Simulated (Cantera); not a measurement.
**Carbothermic reduction: Fe₂O₃ + C + CO**

Feed: 1 mol Fe₂O₃, 0.46 mol C, a varied amount of CO, held at 1700 K and 100000 Pa.

Method: chemical equilibrium by Gibbs-energy minimisation in Cantera with the NASA 1993 tables (ideal gas, pure condensed phases). Candidate condensed phases: C, Fe, Fe(CO)₅, FeO, Fe₂O₃, Fe₃O₄; 15 gas species. Mutual solubility and eutectic melting of coexisting phases are not modelled. The tables' stoichiometric FeO is somewhat more stable than real wüstite, so its field is too wide. FeO: taken at fixed stoichiometry. The numbers say what is thermodynamically allowed, not how fast it happens.

```tsv
n(CO) (mol)	log p CO₂	log p CO	log p O₂	log p Fe	log p O	log p FeO	n FeO(l)	n Fe₃O₄(s)
0.036	-0.02	-1.41	-5.55	-7.45	-7.12	-7.60	1.81	0.0634
0.05	-0.02	-1.41	-5.55	-7.45	-7.12	-7.60	1.85	0.0500
0.068	-0.02	-1.41	-5.55	-7.45	-7.12	-7.60	1.90	0.0327
0.093	-0.02	-1.41	-5.55	-7.45	-7.12	-7.60	1.97	0.00864
0.13	-0.04	-1.07	-6.26	-7.10	-7.48	-7.60	2.00	0
0.17	-0.07	-0.85	-6.77	-6.84	-7.73	-7.60	2.00	0
0.24	-0.11	-0.64	-7.27	-6.59	-7.98	-7.60	2.00	0
0.32	-0.16	-0.51	-7.62	-6.42	-8.16	-7.60	2.00	0
0.44	-0.22	-0.40	-7.97	-6.24	-8.34	-7.60	2.00	0
0.6	-0.29	-0.31	-8.29	-6.08	-8.50	-7.60	2.00	0
0.82	-0.37	-0.24	-8.60	-5.93	-8.65	-7.60	2.00	0
1.1	-0.46	-0.18	-8.88	-5.79	-8.79	-7.60	2.00	0
1.5	-0.56	-0.14	-9.17	-5.64	-8.93	-7.60	2.00	0
```
log p: log10 of the partial pressure in bar; n: condensed amount in mol.

From 0.036 mol CO to 0.093 mol CO the condensed part is FeO(l) + Fe₃O₄(s). From 0.13 mol CO to 1.5 mol CO the condensed part is FeO(l). The main Fe-bearing gas is Fe throughout.
